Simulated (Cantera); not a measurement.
What does this Cantera script print?

```python
import numpy as np
import cantera as ct

gas = ct.Solution("gri30.yaml")
gas.TPX = 1625, 41000, {'CH4': 1, 'H2O': 1.5, 'H2': 0.76, 'N2': 0.082}
inlet = ct.Reservoir(gas, clone=True)

reactor = ct.IdealGasConstPressureReactor(gas, energy="off", clone=False)
exhaust = ct.Reservoir(gas, clone=True)
tau = [0.63, 0.31, 0.15, 0.072, 0.035, 0.017, 0.0081, 0.0039, 0.0019][0]
for a, b in ((inlet, reactor), (reactor, exhaust)):
    ct.MassFlowController(a, b, mdot=lambda t: reactor.mass / tau)
net = ct.ReactorNet([reactor])
show = ['CH4', 'H2O', 'H2', 'CH2O', 'C2H2', 'C2H']

rows = []
print(f"{'tau/s':>10s}{'T/K':>9s}" + "".join(f"{s:>11s}" for s in show))
for tau in [0.63, 0.31, 0.15, 0.072, 0.035, 0.017, 0.0081, 0.0039, 0.0019]:
    net.initial_time = 0.0
    net.advance(30 * tau)
    before = gas.X
    net.advance(40 * tau)
    drift = np.max(np.abs(gas.X - before) / (gas.X + 1e-9))
    rows.append([gas.T, *gas[show].X, drift])
    print(f"{tau:10.3e}{gas.T:9.1f}" + "".join(f"{x:11.3e}" for x in gas[show].X))
```

It prints:

```
     tau/s      T/K        CH4        H2O         H2       CH2O       C2H2        C2H
 6.300e-01   1625.0  7.647e-02  3.228e-01  4.822e-01  8.426e-07  6.402e-02  3.430e-08
 3.100e-01   1625.0  1.018e-01  3.540e-01  4.403e-01  1.268e-06  6.332e-02  3.362e-08
 1.500e-01   1625.0  1.349e-01  3.798e-01  3.969e-01  1.849e-06  5.614e-02  2.938e-08
 7.200e-02   1625.0  1.735e-01  4.007e-01  3.532e-01  2.583e-06  4.398e-02  2.270e-08
 3.500e-02   1625.0  2.115e-01  4.174e-01  3.131e-01  3.386e-06  3.027e-02  1.549e-08
 1.700e-02   1625.0  2.442e-01  4.302e-01  2.798e-01  4.124e-06  1.789e-02  9.093e-09
 8.100e-03   1625.0  2.687e-01  4.392e-01  2.554e-01  4.612e-06  8.652e-03  4.344e-09
 3.900e-03   1625.0  2.836e-01  4.445e-01  2.408e-01  4.648e-06  3.371e-03  1.642e-09
 1.900e-03   1625.0  2.918e-01  4.471e-01  2.332e-01  4.128e-06  1.007e-03  4.603e-10
```

Computed with Cantera and GRI-Mech 3.0 (53 species, 325 reactions).
